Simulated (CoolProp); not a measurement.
R113 at 382.5 K and 0.158 MPa is throttled through a valve to 0.043 MPa with no heat exchange. Each further row changes one setting.

Model: reference Helmholtz-energy equation of state, Marx 1992, in CoolProp.

```csv
case,temperature change (K),final density (kg/m³)
as stated,[?],2.57
outlet pressure 0.0129 MPa,[?],[?]
outlet pressure 0.0559 MPa,[?],3.35
```

Problem. Some entries are withheld; supply them.

Solution. 
- as stated, temperature change (K): -2.0
- outlet pressure 0.0129 MPa, temperature change (K): -2.5
- outlet pressure 0.0129 MPa, final density (kg/m³): 0.767
- outlet pressure 0.0559 MPa, temperature change (K): -1.7
